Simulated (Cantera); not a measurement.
A closed system holds: 1 mol Si3N4, 1.2 mol H2O, 710 mol H2, at 4.90e-6 bar.

Cantera equilibrium calculation (NASA polynomials, part measured and part estimated; ideal gas, pure solids and liquids). Candidate condensed phases: H2O, Si, SiO2, Si2N2O, Si3N4; 35 gas species. Mutual solubility and eutectic melting of coexisting phases are not modelled. The numbers say what is thermodynamically allowed, not how fast it happens.

Which condensed phases are stable at each of these points (T (°C)): 677, 777, 877, 977, 1077, 1177, 1277, 1377, 1477?


```json
[
 {"T (°C)": "677", "condensed phases": "Si2N2O(s) + Si3N4(s)", "Si condensed (%)": "100.0"},
 {"T (°C)": "777", "condensed phases": "Si2N2O(s) + Si3N4(s)", "Si condensed (%)": "100.0"},
 {"T (°C)": "877", "condensed phases": "Si(s) + Si2N2O(s)", "Si condensed (%)": "99.9"},
 {"T (°C)": "977", "condensed phases": "Si(s) + Si2N2O(s)", "Si condensed (%)": "70.0"},
 {"T (°C)": "1077", "condensed phases": "Si(s)", "Si condensed (%)": "59.0"},
 {"T (°C)": "1177", "condensed phases": "Si(s)", "Si condensed (%)": "44.8"},
 {"T (°C)": "1277", "condensed phases": "gas only", "Si condensed (%)": "0.0"},
 {"T (°C)": "1377", "condensed phases": "gas only", "Si condensed (%)": "0.0"},
 {"T (°C)": "1477", "condensed phases": "gas only", "Si condensed (%)": "0.0"}
]
```

From 677 °C to 777 °C the condensed part is Si2N2O(s) + Si3N4(s). From 877 °C to 977 °C the condensed part is Si(s) + Si2N2O(s). From 1077 °C to 1177 °C the condensed part is Si(s). From 1277 °C to 1477 °C nothing is condensed.
